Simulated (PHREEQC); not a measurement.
Consider water at 9.3 °C with 14.5 mmol/kgw Cu(BF4)2 and 4.2 mmol/kgw KCl. Closed to the air; pH follows from the charge balance.

Equilibrium calculation in PHREEQC: ion-association model, phreeqc.dat.

Precipitation was switched off in this run.

Q: Order these B species by the share of B that they hold, largest first: BF4-, BF3OH-, H3BO3, BF2(OH)2-.

A: BF4- (89 %), BF3OH- (6.2 %), H3BO3 (3.7 %), BF2(OH)2- (1.2 %)

The pH is 2.80 and the ionic strength 0.0489 mol/kgw. Species that the database lacks are ignored. Constants without temperature data keep their 25 °C values here. Real BF4- forms and hydrolyses slowly; the run takes it at equilibrium.
